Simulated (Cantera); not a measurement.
A closed system holds: 1 mol Si, 6 mol F2, 0.97 mol N2, equilibrated at 675 °C and 75.0 Torr.

Method: chemical equilibrium by Gibbs-energy minimisation in Cantera with the NASA 1993 tables (ideal gas, pure condensed phases). Candidate condensed phases: Si, Si3N4; 16 gas species. Equilibrium is a limit: real reactors are often held back by kinetics, nucleation or transport.

Base state: F2 0.546, SiF4 0.159, N2 0.147, F 0.133, NF3 0.0148 (mole fractions); condensed: gas only.

### Question
What changes in the equilibrium state with this change: temperature from 675 °C to 1127 °C?

### Answer
```json
[
 {"species": "F", "before": "0.133", "after": "0.777"},
 {"species": "SiF4", "before": "0.159", "after": "0.102"},
 {"species": "N2", "before": "0.147", "after": "0.0993"},
 {"species": "F2", "before": "0.546", "after": "0.0211"},
 {"species": "NF3", "before": "0.0148", "after": "4.93e-7"}
]
```
